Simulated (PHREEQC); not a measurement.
Dissolve 0.13 mol/kgw NiSO4, 0.0045 mol/kgw Na2SO4 and 0.002 mol/kgw MnSO4 at 87 °C. Closed to the air; pH follows from the charge balance.

Equilibrium calculation in PHREEQC: ion-association model, wateq4f.dat.

No solid was allowed to form.

Problem. Estimate the pH, ionic strength.

Solution. pH 5.51; ionic strength 0.266 mol/kgw.

Problem. In which forms is Ni present?

Solution. NiSO4 51 %, Ni+2 48 % of the Ni.

Constants without temperature data keep their 25 °C values here.
